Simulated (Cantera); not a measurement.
Charge: 1 mol SrCl2, 0.18 mol HCl, 9.1 mol N2, at 13.3 mbar.

Cantera equilibrium calculation (NASA polynomials, part measured and part estimated; ideal gas, pure solids and liquids). Candidate condensed phases: NH4Cl, Sr, SrCl2; 15 gas species. Equilibrium is a limit: real reactors are often held back by kinetics, nucleation or transport.

x: gas mole fraction; n: condensed amount in mol.

| T (°C) | x N2 | x SrCl2 | x HCl | x Cl | x H2 | x H | x SrCl | n SrCl2(s) | n SrCl2(l) |
|---|---|---|---|---|---|---|---|---|---|
| 477 | 0.981 | <1e-12 | 0.0194 | 1.10e-9 | ? | <1e-12 | <1e-12 | 1.00 | 0 |
| 552 | 0.981 | 2.69e-11 | 0.0194 | 1.19e-8 | ? | <1e-12 | <1e-12 | 1.00 | 0 |
| 627 | 0.981 | 1.69e-9 | 0.0194 | 8.08e-8 | ? | <1e-12 | <1e-12 | 1.00 | 0 |
| 702 | 0.981 | 5.44e-8 | 0.0194 | 3.85e-7 | ? | 4.65e-12 | <1e-12 | 1.000 | 0 |
| 777 | 0.981 | 9.98e-7 | 0.0194 | 1.43e-6 | ? | 6.11e-11 | <1e-12 | 1.000 | 0 |
| 852 | 0.981 | 1.18e-5 | 0.0194 | 4.40e-6 | ? | 5.79e-10 | <1e-12 | 1.000 | 0 |
| 927 | 0.981 | 9.20e-5 | 0.0194 | 1.18e-5 | ? | 4.17e-9 | <1e-12 | 0 | 0.999 |
| 1002 | 0.980 | 0.000536 | 0.0194 | 2.80e-5 | ? | 2.40e-8 | 1.76e-11 | 0 | 0.995 |
| 1077 | 0.978 | 0.00252 | 0.0193 | 6.03e-5 | ? | 1.13e-7 | 4.59e-10 | 0 | 0.977 |
| 1152 | 0.971 | 0.00993 | 0.0191 | 0.000120 | ? | 4.56e-7 | 8.37e-9 | 0 | 0.907 |
| 1227 | 0.948 | 0.0335 | 0.0185 | 0.000218 | ? | 1.59e-6 | 1.14e-7 | 0 | 0.678 |
| 1302 | 0.885 | 0.0973 | 0.0171 | 0.000365 | ? | 4.83e-6 | 1.20e-6 | 0 | 0 |
| 1377 | 0.885 | 0.0972 | 0.0169 | 0.000607 | ? | 1.35e-5 | 3.75e-6 | 0 | 0 |

Q: Fill in the missing entries.

A: 
- 477, x H2: 2.72e-9
- 552, x H2: 1.30e-8
- 627, x H2: 5.63e-8
- 702, x H2: 2.21e-7
- 777, x H2: 7.57e-7
- 852, x H2: 2.26e-6
- 927, x H2: 5.96e-6
- 1002, x H2: 1.41e-5
- 1077, x H2: 3.02e-5
- 1152, x H2: 5.97e-5
- 1227, x H2: 0.000109
- 1302, x H2: 0.000180
- 1377, x H2: 0.000295
